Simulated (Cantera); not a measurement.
A Cantera script and its output.

```python
import numpy as np
import cantera as ct

gas = ct.Solution("gri30.yaml", transport_model="mixture-averaged")
show = ['NH3', 'H2', 'OH']

rows = []
print(f"{'T/K':>7s}{'rho':>11s}{'cp':>10s}{'mu':>11s}{'lambda':>11s}{'Pr':>7s}" + "".join(f"{'D_' + s:>11s}" for s in show))
for T in [400, 550, 700, 850, 1000, 1150, 1300]:
    gas.TPX = T, 11, {'N2O': 0.25}
    Pr = gas.cp_mass * gas.viscosity / gas.thermal_conductivity
    D = [gas.mix_diff_coeffs_mole[gas.species_index(s)] for s in show]
    rows.append([gas.density, gas.cp_mass, gas.viscosity, gas.thermal_conductivity, Pr, *D])
    print(f"{T:7g}{gas.density:11.4e}{gas.cp_mass:10.1f}{gas.viscosity:11.4e}"
          f"{gas.thermal_conductivity:11.4e}{Pr:7.3f}" + "".join(f"{d:11.4e}" for d in D))
print("SI units: kg/m3, J/kg/K, Pa s, W/m/K, m2/s")
```

Result:

```
    T/K        rho        cp         mu     lambda     Pr      D_NH3       D_H2       D_OH
    400 1.4557e-04     970.3 1.9459e-05 2.5465e-02  0.741 2.5981e-01 9.9350e-01 3.7828e-01
    550 1.0587e-04    1073.4 2.5486e-05 3.6994e-02  0.739 4.7911e-01 1.7108e+00 6.6016e-01
    700 8.3184e-05    1150.2 3.0799e-05 4.7945e-02  0.739 7.5050e-01 2.5690e+00 9.9837e-01
    850 6.8505e-05    1209.9 3.5602e-05 5.8249e-02  0.739 1.0680e+00 3.5560e+00 1.3878e+00
   1000 5.8229e-05    1254.7 4.0022e-05 6.7953e-02  0.739 1.4275e+00 4.6634e+00 1.8248e+00
   1150 5.0634e-05    1285.1 4.4145e-05 7.7125e-02  0.736 1.8256e+00 5.8844e+00 2.3067e+00
   1300 4.4792e-05    1311.4 4.8030e-05 8.5832e-02  0.734 2.2600e+00 7.2137e+00 2.8312e+00
SI units: kg/m3, J/kg/K, Pa s, W/m/K, m2/s
```

Model: GRI-Mech 3.0 (53 species, 325 reactions), integrated in Cantera. The composition is frozen, though it would react at the higher temperatures.
